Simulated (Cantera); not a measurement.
Input: 1 mol MgO, 0.44 mol CH₄, 13 mol H₂.

Points: T (K) = 923, 1023, 1123, 1223, 1323, 1423, 1523, 1623, 1723, 1823, 1923, 2023, 2123; P (Pa) = 10, 42, 180, 750, 3200, 13000, 56000, 240000, 1e+06.

Cantera's Mixture.equilibrate('TP', solver="vcs", rtol=1e-11, max_steps=5000) on the NASA tables stopped like this:

```
ERROR: FAILURE its = 5001!

*******************************************************************************
CanteraError thrown by MultiPhase::equilibrate:
VCS solver failed. Return code: -1
*******************************************************************************
```

Q: What got this run through?

A: One answer among several that fit: The failure is numerical, not chemical. The same input converged with solver="gibbs", rtol=1e-10, max_steps=50000, and the result passed a check of the equilibrium conditions:
```
    923         10  C(gr) + MgO(s)
   1023         10  C(gr) + MgO(s)
   1123         10  C(gr) + MgO(s)
   1223         10  C(gr) + MgO(s)
   1323         10  MgO(s)
   1423         10  MgO(s)
   1523         10  MgO(s)
   1623         10  MgO(s)
   1723         10  MgO(s)
   1823         10  gas only
   1923         10  gas only
   2023         10  gas only
   2123         10  gas only
    923         42  C(gr) + MgO(s)
   1023         42  C(gr) + MgO(s)
   1123         42  C(gr) + MgO(s)
   1223         42  C(gr) + MgO(s)
   1323         42  MgO(s)
   1423         42  MgO(s)
   1523         42  MgO(s)
   1623         42  MgO(s)
   1723         42  MgO(s)
   1823         42  MgO(s)
   1923         42  gas only
   2023         42  gas only
   2123         42  gas only
    923        180  C(gr) + MgO(s)
   1023        180  C(gr) + MgO(s)
   1123        180  C(gr) + MgO(s)
   1223        180  C(gr) + MgO(s)
   1323        180  C(gr) + MgO(s)
   1423        180  MgO(s)
   1523        180  MgO(s)
   1623        180  MgO(s)
   1723        180  MgO(s)
   1823        180  MgO(s)
   1923        180  MgO(s)
   2023        180  gas only
   2123        180  gas only
    923        750  C(gr) + MgO(s)
   1023        750  C(gr) + MgO(s)
   1123        750  C(gr) + MgO(s)
   1223        750  C(gr) + MgO(s)
   1323        750  C(gr) + MgO(s)
   1423        750  C(gr) + MgO(s)
   1523        750  MgO(s)
   1623        750  MgO(s)
   1723        750  MgO(s)
   1823        750  MgO(s)
   1923        750  MgO(s)
   2023        750  gas only
   2123        750  gas only
    923       3200  C(gr) + MgO(s)
   1023       3200  C(gr) + MgO(s)
   1123       3200  C(gr) + MgO(s)
   1223       3200  C(gr) + MgO(s)
   1323       3200  C(gr) + MgO(s)
   1423       3200  C(gr) + MgO(s)
   1523       3200  MgO(s)
   1623       3200  MgO(s)
   1723       3200  MgO(s)
   1823       3200  MgO(s)
   1923       3200  MgO(s)
   2023       3200  MgO(s)
   2123       3200  MgO(s)
    923    1.3e+04  C(gr) + MgO(s)
   1023    1.3e+04  C(gr) + MgO(s)
   1123    1.3e+04  C(gr) + MgO(s)
   1223    1.3e+04  C(gr) + MgO(s)
   1323    1.3e+04  C(gr) + MgO(s)
   1423    1.3e+04  C(gr) + MgO(s)
   1523    1.3e+04  C(gr) + MgO(s)
   1623    1.3e+04  MgO(s)
   1723    1.3e+04  MgO(s)
   1823    1.3e+04  MgO(s)
   1923    1.3e+04  MgO(s)
   2023    1.3e+04  MgO(s)
   2123    1.3e+04  MgO(s)
    923    5.6e+04  MgO(s)
   1023    5.6e+04  MgO(s)
   1123    5.6e+04  C(gr) + MgO(s)
   1223    5.6e+04  C(gr) + MgO(s)
   1323    5.6e+04  C(gr) + MgO(s)
   1423    5.6e+04  C(gr) + MgO(s)
   1523    5.6e+04  C(gr) + MgO(s)
   1623    5.6e+04  C(gr) + MgO(s)
   1723    5.6e+04  MgO(s)
   1823    5.6e+04  MgO(s)
   1923    5.6e+04  MgO(s)
   2023    5.6e+04  MgO(s)
   2123    5.6e+04  MgO(s)
    923    2.4e+05  MgO(s)
   1023    2.4e+05  MgO(s)
   1123    2.4e+05  MgO(s)
   1223    2.4e+05  C(gr) + MgO(s)
   1323    2.4e+05  C(gr) + MgO(s)
   1423    2.4e+05  C(gr) + MgO(s)
   1523    2.4e+05  C(gr) + MgO(s)
   1623    2.4e+05  C(gr) + MgO(s)
   1723    2.4e+05  C(gr) + MgO(s)
   1823    2.4e+05  C(gr) + MgO(s)
   1923    2.4e+05  MgO(s)
   2023    2.4e+05  MgO(s)
   2123    2.4e+05  MgO(s)
    923      1e+06  MgO(s)
   1023      1e+06  MgO(s)
   1123      1e+06  MgO(s)
   1223      1e+06  MgO(s)
   1323      1e+06  MgO(s)
   1423      1e+06  MgO(s)
   1523      1e+06  C(gr) + MgO(s)
   1623      1e+06  C(gr) + MgO(s)
   1723      1e+06  C(gr) + MgO(s)
   1823      1e+06  C(gr) + MgO(s)
   1923      1e+06  C(gr) + MgO(s)
   2023      1e+06  MgO(s)
   2123      1e+06  MgO(s)
```

The gas is ideal and each condensed phase is pure.
